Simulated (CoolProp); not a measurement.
A Linde-Hampson liquefier for CF4 (R14): isothermal reversible compression at 320 K from 1 atm to 25 MPa, throttling to 1 atm, return gas leaving the recuperator 10 K below the feed. Each further row changes one setting.

Values from CoolProp's reference Helmholtz-energy equation of state, Platzer 1990. This equation is an older, rougher fit; its heat capacities, sound speeds and derivatives of the liquid may be far off and weren't checked against measurements.

```tsv
case	liquid yield per pass	compression work (kJ/kg of gas)
as stated	0.218	154
high pressure 50 MPa	0.226	178
warm-end temperature 350 K	0.163	173
warm-end gap 15 K	0.206	154
```
